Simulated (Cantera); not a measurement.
Input (Python, Cantera):

```python
import numpy as np
import cantera as ct

gas = ct.Solution("gri30.yaml")
gas.TPX = 975, 81000, {'CH3OH': 0.0034, 'O2': 0.042, 'N2': 1}
inlet = ct.Reservoir(gas, clone=True)

reactor = ct.IdealGasConstPressureReactor(gas, energy="off", clone=False)
exhaust = ct.Reservoir(gas, clone=True)
tau = [17, 3.8, 0.85, 0.19, 0.043, 0.0096, 0.0022][0]
for a, b in ((inlet, reactor), (reactor, exhaust)):
    ct.MassFlowController(a, b, mdot=lambda t: reactor.mass / tau)
net = ct.ReactorNet([reactor])
show = ['CH3OH', 'O2', 'C2H4', 'C2H2', 'HCO']

rows = []
print(f"{'tau/s':>10s}{'T/K':>9s}" + "".join(f"{s:>11s}" for s in show))
for tau in [17, 3.8, 0.85, 0.19, 0.043, 0.0096, 0.0022]:
    net.initial_time = 0.0
    net.advance(30 * tau)
    before = gas.X
    net.advance(40 * tau)
    drift = np.max(np.abs(gas.X - before) / (gas.X + 1e-9))
    rows.append([gas.T, *gas[show].X, drift])
    print(f"{tau:10.3e}{gas.T:9.1f}" + "".join(f"{x:11.3e}" for x in gas[show].X))
```

It prints:

```
     tau/s      T/K      CH3OH         O2       C2H4       C2H2        HCO
 1.700e+01    975.0  3.613e-05  3.565e-02  2.788e-16  2.363e-18  4.471e-11
 3.800e+00    975.0  1.057e-04  3.614e-02  2.135e-15  2.020e-17  1.918e-10
 8.500e-01    975.0  4.017e-04  3.711e-02  9.802e-15  1.022e-16  7.315e-10
 1.900e-01    975.0  1.555e-03  3.874e-02  4.840e-15  1.947e-17  1.523e-09
 4.300e-02    975.0  3.252e-03  4.018e-02  1.057e-16  7.356e-23  4.424e-17
 9.600e-03    975.0  3.252e-03  4.018e-02  1.464e-17  1.302e-23  9.023e-18
 2.200e-03    975.0  3.252e-03  4.018e-02  9.346e-19  2.865e-24  1.848e-18
```

Cantera simulation using GRI-Mech 3.0 (53 species, 325 reactions); the numbers are that mechanism's predictions, not measurements. GRI-Mech 3.0 was tuned for natural gas; its chemistry of methanol as a main component is partial and can be far from experiment.
